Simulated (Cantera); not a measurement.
Standard-state values (1 bar) from the NASA 1993 polynomials, evaluated with Cantera. Values are per mole of reaction as written; species without (g) are pure solids or liquids, kept so even where they would boil at 1 bar. TaC: taken at fixed stoichiometry.

9 TaC + 3 CH4(g) ⇌ 9 Ta + 2 C6H6(g), with ΔH° = 1686.3 kJ and ΔS° = -29.2 J/K at 300 K.

Task: How far is the shortcut ΔG° ≈ ΔH°(300 K) − T·ΔS°(300 K) from the full temperature-dependent value at 973, 1173, 1373, 1573, 1773, 1973, 2173, 2373, 2573 K?

Result: 
```
T (K)  shortcut (kJ)  full (kJ)  difference (kJ)  difference in log10 K
-----  -------------  ---------  ---------------  ---------------------
973           1714.8     1729.0            -14.3                   0.77
1173          1720.6     1740.6            -20.0                   0.89
1373          1726.5     1752.5            -26.1                   0.99
1573          1732.3     1765.0            -32.6                   1.08
1773          1738.2     1778.0            -39.8                   1.17
1973          1744.0     1791.7            -47.7                   1.26
2173          1749.9     1806.1            -56.3                   1.35
2373          1755.7     1821.4            -65.7                   1.45
2573          1761.6     1837.4            -75.8                   1.54
```
The shortcut ignores the heat-capacity change of the reaction.
